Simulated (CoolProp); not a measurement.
A simple Rankine cycle with o-xylene: condensing at 328.15 K, boiler at 0.914 MPa, turbine inlet 530.4 K, turbine efficiency 0.7, pump efficiency 0.8, no recuperator. Each further row changes one setting.

The numbers come from the reference Helmholtz-energy equation of state, Zhou 2012 in CoolProp.

```tsv
case	thermal efficiency (%)	net work (kJ/kg)	heat in (kJ/kg)	turbine exit temperature (K)	volume ratio over the turbine
as stated	___	130	709	___	221
turbine inlet 550.4 K	18.2	___	755	467.7	___
condensing temperature 320.15 K	19.2	139	724	441.3	___
boiler pressure 0.64 MPa	17.4	125	720	455.2	145
turbine efficiency 0.6	___	___	709	456.7	226
```

Q: Complete the blanks.

A: 
- as stated, thermal efficiency (%): 18.4
- as stated, turbine exit temperature (K): 446.3
- turbine inlet 550.4 K, net work (kJ/kg): 137
- turbine inlet 550.4 K, volume ratio over the turbine: 215
- condensing temperature 320.15 K, volume ratio over the turbine: 321
- turbine efficiency 0.6, thermal efficiency (%): 15.7
- turbine efficiency 0.6, net work (kJ/kg): 111
